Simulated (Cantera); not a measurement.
## N2O furnace oxynitridation

An isothermal, constant-pressure homogeneous reactor starts with 97.2 % N₂O, 2.82 % H₂O, at 1300 K and 10.00 Torr.

Cantera simulation using GRI-Mech 3.0 (53 species, 325 reactions); the numbers are that mechanism's predictions, not measurements. GRI-Mech 3.0 was tuned for natural gas; its chemistry of N2O as a main component is partial and can be far from experiment. Radical loss at walls, strong at low pressure, is not modelled. The mechanism lacks the step 2 NO + O2 → 2 NO2, which can matter for NO2 below about 1400 K. The temperature is held fixed by assumption; the heat of reaction is taken as removed at once.

```csv
t (s),x N₂O,x H₂O,x N₂,x H₂,x NO,x H
1.00e-6,0.972,0.0282,2.62e-8,<1e-12,1.18e-11,<1e-12
2.89e-6,0.972,0.0282,7.60e-8,<1e-12,9.81e-11,<1e-12
8.38e-6,0.972,0.0282,2.22e-7,<1e-12,8.13e-10,<1e-12
2.42e-5,0.972,0.0282,6.54e-7,<1e-12,6.70e-9,<1e-12
7.02e-5,0.972,0.0282,1.99e-6,<1e-12,5.35e-8,<1e-12
0.000203,0.972,0.0282,6.44e-6,<1e-12,3.94e-7,1.16e-11
0.000588,0.972,0.0282,2.22e-5,5.12e-12,2.38e-6,1.63e-10
0.00170,0.972,0.0282,7.43e-5,1.67e-10,1.03e-5,8.95e-10
0.00492,0.971,0.0282,0.000229,3.24e-9,3.44e-5,2.90e-9
0.0143,0.971,0.0282,0.000681,3.43e-8,0.000103,7.25e-9
0.0412,0.969,0.0281,0.00201,1.54e-7,0.000289,1.11e-8
0.119,0.963,0.0281,0.00585,2.82e-7,0.000790,1.25e-8
0.346,0.945,0.0279,0.0168,2.10e-7,0.00219,1.27e-8
1.00,0.897,0.0275,0.0468,1.29e-7,0.00619,1.26e-8
```
x: mole fraction; the columns are a selection and need not sum to one.

Equilibrium at this temperature and pressure: N₂O 3.15e-9, H₂O 0.0190, N₂ 0.654, H₂ 2.51e-8, NO 0.000452, H 1.53e-9 (gas phase only).
